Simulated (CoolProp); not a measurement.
CH2F2 (R32) at 406.91 K and 3.59 MPa flows at 3.2 m/s in a round tube of 6 mm bore and 45 µm roughness, fully developed (64/Re and Nu = 3.66 if laminar; Colebrook and Gnielinski if turbulent). Each further row changes one setting.

The numbers come from the reference Helmholtz-energy equation of state, Tillner-Roth 1997 in CoolProp.

```tsv
case	Reynolds number	Darcy friction factor	pressure drop (Pa/m)	heat-transfer coefficient (W/(m² K))	mass flow (kg/h)
as stated	67300	0.0355	1970	1280	21.1
velocity 6.4 m/s	135000	0.0350	7750	2540	42.2
diameter 12 mm	135000	0.0287	795	1030	84.5
```

Viscosity comes from a separate model (Bell 2016), an estimate that may be off by 10 % or more. Thermal conductivity comes from a separate model (Huber 2003), an estimate that may be off by 10 % or more.
